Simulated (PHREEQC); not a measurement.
NaHCO3 is added in steps, without added water, to 1 kg of water holding 0.014 mol HCl and 0.012 mol Li2SO4, at 15 °C. O2 is buffered at 0.21 atm. CO2 is held at log p = -1 (atm). The run lets Halite precipitate or redissolve, and no other solid.

Base run: PHREEQC, ion-association model, phreeqc.dat. Each further column changes one thing. The table gives HSO4- (mol/kgw).

```csv
NaHCO3 added (mol),base,all activity coefficients set to 1,Debye-Hückel limiting law,Davies equation for every ion,metal-ligand complexes left out
0,0.00344,?,0.00292,0.00334,0.00353
0.003,0.00282,0.00398,0.00237,0.00274,0.00291
0.006,0.00214,0.00307,?,0.00207,0.00222
0.0105,0.00100,0.00147,0.000821,0.000967,0.00104
0.0135,0.000151,0.000225,0.000123,0.000146,0.000158
0.0165,4.16e-7,5.65e-7,?,4.14e-7,4.45e-7
0.0195,1.87e-7,2.54e-7,1.65e-7,1.86e-7,2.01e-7
0.0225,1.20e-7,1.63e-7,?,1.19e-7,1.29e-7
0.0255,8.75e-8,1.19e-7,7.65e-8,8.73e-8,9.45e-8
0.03,6.19e-8,8.47e-8,5.38e-8,6.18e-8,6.72e-8
0.033,5.16e-8,7.07e-8,4.46e-8,5.16e-8,5.62e-8
0.036,4.42e-8,6.05e-8,3.80e-8,4.42e-8,4.82e-8
```

### Question
Fill in the missing entries.

### Answer

- 0, all activity coefficients set to 1: 0.00477
- 0.006, Debye-Hückel limiting law: 0.00178
- 0.0165, Debye-Hückel limiting law: 3.69e-7
- 0.0225, Debye-Hückel limiting law: 1.05e-7
